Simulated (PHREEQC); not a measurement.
Solution A (0.26 mol/kgw KOH) is mixed with solution B (19 mmol/kgw NaHCO3, 0.044 mmol/kgw NaOH and 0.14 mmol/kgw LiCl) at 25 °C; shares are by mass of water, 1 kg in all. Oxygen is held at 0.21 atm. No CO2 enters from the air. Only these solids could form: Halite, Nahcolite, Natron.

Computed with PHREEQC (ion-association model, wateq4f.dat).

```csv
share of solution B,pH,HCO3- (mol/kgw),CO3-2 (mol/kgw),NaCO3- (mol/kgw)
0,13.25,0,0,0
0.1,13.21,9.85e-7,?,1.93e-5
0.2,13.16,2.25e-6,0.00372,7.80e-5
0.3,13.10,3.92e-6,0.00552,0.000178
0.4,13.03,6.24e-6,0.00727,0.000321
0.6,12.84,1.52e-5,0.0106,0.000755
0.7,12.69,2.57e-5,0.0122,0.00106
0.8,12.46,5.24e-5,0.0137,?
0.9,11.87,0.000240,0.0149,?
1,8.22,0.0184,0.000214,4.43e-5
```

### Question
What belongs in the gaps?

### Answer

- 0.1, CO3-2 (mol/kgw): 0.00188
- 0.8, NaCO3- (mol/kgw): 0.00144
- 0.9, NaCO3- (mol/kgw): 0.00192
